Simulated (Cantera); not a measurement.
Mixture: 6.93 % CH4, 19.6 % O2, 73.5 % N2, equivalence ratio 0.71, at 1.20 bar, adiabatic and at constant pressure. Ignition delay is the time to a rise of 400 K.

Cantera simulation using GRI-Mech 3.0 (53 species, 325 reactions); the numbers are that mechanism's predictions, not measurements.

Problem. Predict: delay at 1123 K; delay at 1323 K; delay at 1523 K; delay at 1723 K; apparent activation energy between 1623 and 1823 K.

Solution. 
| Item | Result |
|---|---|
| delay at 1123 K | 0.102 s |
| delay at 1323 K | 6.37 ms |
| delay at 1523 K | 0.723 ms |
| delay at 1723 K | 0.150 ms |
| apparent activation energy between 1623 and 1823 K | 160 kJ/mol |
